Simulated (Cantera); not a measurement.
Feed: 1 mol Al, 5.6 mol H2O, 1.3 mol H2, 0.9 mol NH3, equilibrated at 1827 °C and 66000 Pa.

Cantera equilibrium calculation (NASA polynomials, part measured and part estimated; ideal gas, pure solids and liquids). Candidate condensed phases: Al, AlN, Al2O3, H2O; 35 gas species. Gases not in the tables: Al(OH)3. Kinetics and transport are ignored.

Base state: H2 0.475, H2O 0.470, N2 0.0516, H 0.00264, OH 0.000311 (mole fractions); condensed: Al2O3(s).

### Question
What changes in the equilibrium state with this change: temperature from 1827 °C to 327 °C?

### Answer
```csv
species,before,after
H2,0.475,0.475
H2O,0.470,0.472
N2,0.0516,0.0508
H,0.00264,<1e-9
NH3,8.42e-7,0.00203
OH,0.000311,<1e-9
"Al2O3(s), mol",0.500,0.500
```
